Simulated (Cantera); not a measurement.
Input (Python, Cantera) and output of one run.

```python
import numpy as np
import cantera as ct

gas_names = """
    CL CL2 Fe FeCL FeCL2 FeCL3 Fe2CL4 Fe2CL6 H HCL H2
""".split()
cond_names = """
    Fe(a) Fe(c) Fe(d) Fe(L) FeCL2(s) FeCL2(L) FeCL3(s) FeCL3(L)
""".split()


def load(file, names, dense=False):
    # The tables refer to 1 bar. Condensed volumes are neglected.
    table = {s.name: s for s in ct.Species.list_from_file(file)}
    out = []
    for n in names:
        d = dict(table[n].input_data)
        d["thermo"] = dict(d["thermo"], **{"reference-pressure": 1e5})
        if dense:
            d["equation-of-state"] = {"model": "constant-volume", "density": "1e6 g/cm^3"}
        out.append(ct.Species.from_dict(d))
    return out


gas = ct.Solution(thermo="ideal-gas", species=load("nasa_gas.yaml", gas_names))
cond = {s.name: ct.Solution(thermo="fixed-stoichiometry", species=[s], name=s.name)
        for s in load("nasa_condensed.yaml", cond_names, dense=True)}
atoms = {
    'FeCl3': {'Fe': 1, 'CL': 3},
    'H2': {'H': 2},
}
top_T = {}  # K; cautious upper limits of use, not melting points


def equilibrate(T, P, feed):
    n = {}
    for name, mol in feed.items():
        for a, k in atoms[name].items():
            n[a] = n.get(a, 0.0) + k * mol
    gas.TPX = T, P, n
    mass = sum(n.values()) * gas.mean_molecular_weight
    gas.equilibrate("TP")
    valid = [c for c in cond.values() if c.min_temp <= T <= top_T.get(c.name, c.max_temp)]
    mix = ct.Mixture([(gas, mass / gas.mean_molecular_weight)] + [(c, 0.0) for c in valid])
    mix.T, mix.P = T, P
    mix.equilibrate("TP", solver="vcs", rtol=1e-11, max_steps=5000)
    return mix


results = []
feed = {'FeCl3': 1, 'H2': 1.6}  # mol
P = 72  # Pa
for T in [773, 873, 973, 1073, 1173, 1273, 1373, 1473, 1573, 1673, 1773]:
    mix = equilibrate(T, P, feed)
    results.append((T, P, feed, dict(zip(mix.species_names, mix.species_moles))))

top = {s: max(r[3][s] / sum(r[3][g] for g in gas_names) for r in results) for s in gas_names}
cols = sorted((s for s in top if top[s] > 0.001), key=lambda s: -top[s])[:5]
seen = [c for c in cond_names if any(r[3].get(c, 0) > 1e-12 for r in results)]
print("log10 of partial pressures in bar; condensed amounts in mol")
print(f"{'T/K':>10s}" + "".join(f"{s[:9]:>10s}" for s in cols + seen))
for T, P, feed, n in results:
    ng = sum(n[g] for g in gas_names)
    print(f"{T:10.4g}" + "".join(f"{np.log10(max(n[s] / ng * P / 1e5, 1e-99)):10.3f}" for s in cols)
          + "".join(f"{n.get(c, 0):10.4g}" for c in seen))
```

It prints:

```
log10 of partial pressures in bar; condensed amounts in mol
       T/K       HCL        H2     FeCL2        Fe         H     Fe(a)     Fe(c)     Fe(d)  FeCL2(s)
       773    -3.344    -3.637    -4.461   -20.130   -13.861     0.292         0         0    0.5715
       873    -3.344    -3.836    -3.926   -16.942   -12.248    0.4733         0         0         0
       973    -3.395    -3.769    -3.835   -14.420   -10.851    0.3674         0         0         0
      1073    -3.441    -3.720    -3.777   -12.382    -9.714    0.2798         0         0         0
      1173    -3.481    -3.685    -3.737   -10.707    -8.771    0.2117         0         0         0
      1273    -3.515    -3.660    -3.708    -9.303    -7.977         0    0.1574         0         0
      1373    -3.546    -3.640    -3.686    -8.108    -7.297         0    0.1127         0         0
      1473    -3.573    -3.624    -3.668    -7.078    -6.710         0   0.07551         0         0
      1573    -3.598    -3.612    -3.655    -6.182    -6.197         0   0.04258         0         0
      1673    -3.622    -3.605    -3.647    -5.397    -5.746         0         0  0.003179         0
      1773    -3.600    -3.630    -3.673    -4.853    -5.361         0         0         0         0
```

Method: chemical equilibrium by Gibbs-energy minimisation in Cantera with the NASA 1993 tables (ideal gas, pure condensed phases).
